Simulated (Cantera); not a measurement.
Feed: 1 mol SiH2Cl2, 5.9 mol H2O, 8.1 mol H2, at 1823.15 K and 0.230 bar.

Cantera equilibrium calculation (NASA polynomials, part measured and part estimated; ideal gas, pure solids and liquids). Candidate condensed phases: H2O, Si, SiO2; 30 gas species. The tables hold silica as quartz up to 1696 K and as liquid above; real silica turns to tridymite and cristobalite and melts near 1996 K. Gases not in the tables: Si(OH)4. The numbers say what is thermodynamically allowed, not how fast it happens.

Base state: H2 0.631, H2O 0.244, HCl 0.125, H 0.000718, Cl 0.000108, SiO 3.85e-5, OH 1.93e-5 (mole fractions); condensed: SiO2(condensed).

Task: What changes in the equilibrium state with this change: 0.23 mol NH3 added?

Result: 
```tsv
species	before	after
H2	0.631	0.634
H2O	0.244	0.237
HCl	0.125	0.121
N2	0	0.00698
SiO	3.85e-5	3.99e-5
Cl	0.000108	0.000105
OH	1.93e-5	1.87e-5
SiO2(condensed), mol	0.999	0.999
```
Further candidate phases: NH4Cl, Si2N2O, Si3N4.

Task: What changes in the equilibrium state with this change: SiH2Cl2 replaced by SiCl4?

Result: 
| species | before | after |
|---|---|---|
| H2 | 0.631 | 0.506 |
| HCl | 0.125 | 0.250 |
| H2O | 0.244 | 0.244 |
| Cl | 0.000108 | 0.000242 |
| SiO | 3.85e-5 | 3.09e-5 |
| H | 0.000718 | 0.000643 |
| OH | 1.93e-5 | 2.16e-5 |
| SiO2(condensed), mol | 0.999 | 1.000 |
